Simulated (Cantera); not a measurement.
**Boron, boron nitride and boron oxide: borazine + H₂O + N₂**

A closed system holds: 1 mol borazine, 16 mol H₂O, 0.77 mol N₂, equilibrated at 1700 Pa.

Equilibrium computed with Cantera from the NASA thermochemical tables; the gas is ideal and each condensed phase is pure. Candidate condensed phases: B, BN, B₂O₃, B₃O₃H₃, H₂O; 39 gas species. The feed counts by its element totals alone. Gases not in the tables: H₃BO₃. Kinetics and transport are ignored.

```csv
T (K),log p H₂O,log p H₂,log p HBO₂,log p N₂,log p B₂O₃,n B₂O₃(l)
925,-2.04,-2.22,-6.34,-2.74,-13.17,1.43
1025,-2.04,-2.22,-5.38,-2.74,-10.97,1.46
1125,-2.04,-2.22,-4.60,-2.74,-9.18,1.46
1225,-2.04,-2.22,-3.95,-2.74,-7.69,1.41
1325,-2.05,-2.23,-3.41,-2.75,-6.44,1.24
1425,-2.08,-2.24,-2.96,-2.76,-5.37,0.776
1525,-2.13,-2.25,-2.66,-2.77,-4.60,0
1625,-2.13,-2.25,-2.66,-2.77,-4.50,0
1725,-2.12,-2.25,-2.67,-2.77,-4.41,0
```
log p: log10 of the partial pressure in bar; n: condensed amount in mol.

From 925 K to 1425 K the condensed part is B₂O₃(l). From 1525 K to 1725 K nothing is condensed.
